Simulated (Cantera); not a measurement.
Cantera run:

```python
import numpy as np
import cantera as ct

gas_names = """
    CL CL2 H HCL H2 Si SiCL SiCL2 SiCL3 SiCL4 SiH SiHCL3 SiH2 SiH2CL2 SiH3 SiH3CL SiH4 Si2 Si3
""".split()
cond_names = """
    Si(cr) Si(L)
""".split()


# ... load() reads the species with a 1 bar reference pressure and builds the phases ...
atoms = {
    'Si2H6': {'Si': 2, 'H': 6},
    'Cl2': {'CL': 2},
    'H2': {'H': 2},
    'HCl': {'H': 1, 'CL': 1},
}
top_T = {}  # K; cautious upper limits of use, not melting points


# ... equilibrate(T, P, feed) seeds the gas with the atoms and calls Mixture.equilibrate('TP', solver="vcs", rtol=1e-11, max_steps=5000) ...
results = []
feed = {'Si2H6': 1, 'Cl2': 0.38, 'H2': 17, 'HCl': 3}  # mol
T = 1573  # K
P = 13332.2  # Pa
mix = equilibrate(T, P, feed)
results.append((T, P, feed, dict(zip(mix.species_names, mix.species_moles))))
x = sorted(zip(gas.X, gas.species_names), reverse=True)
print(f"T = {T:g} K  P = {P:g} Pa  gas = {mix.phase_moles(0):.4g} mol")
print("   x: " + "  ".join(f"{s} {v:.3e}" for v, s in x if v > 0.0001))
print("   condensed (mol): " + ("  ".join(f"{mix.phase(i).name} {mix.phase_moles(i):.4g}"
      for i in range(1, mix.n_phases) if mix.phase_moles(i) > 1e-12) or "none"))
```

It prints:

```
T = 1573 K  P = 13332.2 Pa  gas = 23.34 mol
   x: H2 8.755e-01  HCL 9.036e-02  SiCL2 3.158e-02  SiCL3 1.774e-03  SiHCL3 3.365e-04  SiCL4 2.620e-04  H 1.042e-04
   condensed (mol): Si(cr) 1.205
```

Equilibrium computed with Cantera from the NASA thermochemical tables; the gas is ideal and each condensed phase is pure. The feed counts by its element totals alone. The tables' values for SiCl3 are old estimates; treat these amounts as uncertain.
